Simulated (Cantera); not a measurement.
Cantera run:

```python
import numpy as np
import cantera as ct

gas_names = """
    Fe H H2 H2S N NH NH2 NH3 N2 N2H2 N2H4 S SH SN S2 S8
""".split()
cond_names = """
    Fe(a) Fe(c) Fe(d) Fe(L) FeS(a) FeS(b) FeS(c) FeS(L) FeS2(s) S(cr1) S(cr2) S(L)
""".split()


# ... load() reads the species with a 1 bar reference pressure and builds the phases ...
atoms = {
    'FeS': {'Fe': 1, 'S': 1},
    'H2': {'H': 2},
    'N2': {'N': 2},
}
top_T = {'FeS2(s)': 1010}  # K; cautious upper limits of use, not melting points


# ... equilibrate(T, P, feed) seeds the gas with the atoms and calls Mixture.equilibrate('TP', solver="vcs", rtol=1e-11, max_steps=5000) ...
results = []
feed = {'FeS': 1, 'H2': 69, 'N2': 14}  # mol
P = 10000  # Pa
for T in [1050, 1150, 1250, 1350, 1450, 1550, 1650, 1750, 1850]:
    mix = equilibrate(T, P, feed)
    results.append((T, P, feed, dict(zip(mix.species_names, mix.species_moles))))

top = {s: max(r[3][s] / sum(r[3][g] for g in gas_names) for r in results) for s in gas_names}
cols = sorted((s for s in top if top[s] > 1e-05), key=lambda s: -top[s])[:5]
seen = [c for c in cond_names if any(r[3].get(c, 0) > 1e-12 for r in results)]
print("log10 of partial pressures in bar; condensed amounts in mol")
print(f"{'T/K':>10s}" + "".join(f"{s[:9]:>10s}" for s in cols + seen))
for T, P, feed, n in results:
    ng = sum(n[g] for g in gas_names)
    print(f"{T:10.4g}" + "".join(f"{np.log10(max(n[s] / ng * P / 1e5, 1e-99)):10.3f}" for s in cols)
          + "".join(f"{n.get(c, 0):10.4g}" for c in seen))
```

Output:

```
log10 of partial pressures in bar; condensed amounts in mol
       T/K        H2        N2       H2S         H        SH     Fe(a)     Fe(c)     Fe(d)     Fe(L)    FeS(c)
      1050    -1.081    -1.773    -3.875    -8.631    -8.144    0.1107         0         0         0    0.8893
      1150    -1.082    -1.773    -3.583    -7.668    -7.140    0.2167         0         0         0    0.7833
      1250    -1.083    -1.773    -3.339    -6.857    -6.297         0     0.381         0         0     0.619
      1350    -1.084    -1.773    -3.134    -6.165    -5.581         0    0.6136         0         0    0.3864
      1450    -1.086    -1.773    -2.963    -5.567    -4.968         0    0.9272         0         0   0.07279
      1550    -1.086    -1.773    -2.947    -5.045    -4.569         0    0.9997         0         0         0
      1650    -1.086    -1.773    -2.977    -4.585    -4.263         0    0.9978         0         0         0
      1750    -1.086    -1.774    -3.026    -4.177    -4.014         0         0    0.9884         0         0
      1850    -1.087    -1.774    -3.094    -3.812    -3.815         0         0         0    0.9513         0
```

These are equilibrium values from Cantera (NASA tables, ideal gas, pure condensed phases), not measurements of a reactor. Metal and sulfide melt together well below either melting point, which pure phases cannot show. Mutual solubility and eutectic melting of coexisting phases are not modelled. FeS: taken at fixed stoichiometry. Gases not in the tables: S3 to S7.
